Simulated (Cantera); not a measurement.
An isothermal, constant-pressure homogeneous reactor starts with NO : N₂ = 1 : 0.14 (molar parts), at 2048 K and 0.0128 atm.

Model: GRI-Mech 3.0 (53 species, 325 reactions), integrated in Cantera. Radical loss at walls, strong at low pressure, is not modelled.

### Question
Predict: x(NO) at 20.0 s; x(NO₂) at 20.0 s; x(N₂) at 20.0 s; x(O) at 20.0 s; x(O₂) at 20.0 s; x(N₂O) at 20.0 s.

### Answer
| Property | Result |
|---|---|
| x(NO) at 20.0 s | 0.0358 (gas-phase equilibrium 0.0105) |
| x(NO₂) at 20.0 s | 9.15e-6 (gas-phase equilibrium 2.72e-6) |
| x(N₂) at 20.0 s | 0.542 (gas-phase equilibrium 0.555) |
| x(O) at 20.0 s | 0.00547 (gas-phase equilibrium 0.00554) |
| x(O₂) at 20.0 s | 0.417 (gas-phase equilibrium 0.429) |
| x(N₂O) at 20.0 s | 2.53e-7 (gas-phase equilibrium 5.62e-8) |
